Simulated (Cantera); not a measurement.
Charge: 1 mol SiO2, 1.9 mol Cl2, 32 mol H2, held at 0.100 bar.

Equilibrium computed with Cantera from the NASA thermochemical tables; the gas is ideal and each condensed phase is pure. Candidate condensed phases: H2O, Si, SiO2; 30 gas species. The tables hold silica as quartz up to 1696 K and as liquid above; real silica turns to tridymite and cristobalite and melts near 1996 K. Rates play no part. All values below are at 1173 K.

Base state: H2 0.888, HCl 0.112, H2O 1.20e-5 (mole fractions); condensed: SiO2(β-quartz).

What changes in the equilibrium state with this change: H2 from 32 to 0.19 mol?


| species | before | after |
|---|---|---|
| Cl2 | <1e-9 | 0.809 |
| HCl | 0.112 | 0.181 |
| Cl | 3.88e-8 | 0.0101 |
| H2 | 0.888 | <1e-9 |
| SiCl4 | 4.59e-6 | 4.71e-5 |
| O2 | <1e-9 | 4.18e-5 |
| H2O | 1.20e-5 | 9.78e-6 |
| SiO2(β-quartz), mol | 1.000 | 1.000 |

What changes in the equilibrium state with this change: Cl2 from 1.9 to 10 mol?


| species | before | after |
|---|---|---|
| H2 | 0.888 | 0.524 |
| HCl | 0.112 | 0.476 |
| H2O | 1.20e-5 | 7.67e-5 |
| SiCl4 | 4.59e-6 | 3.68e-5 |
| SiO2(β-quartz), mol | 1.000 | 0.998 |
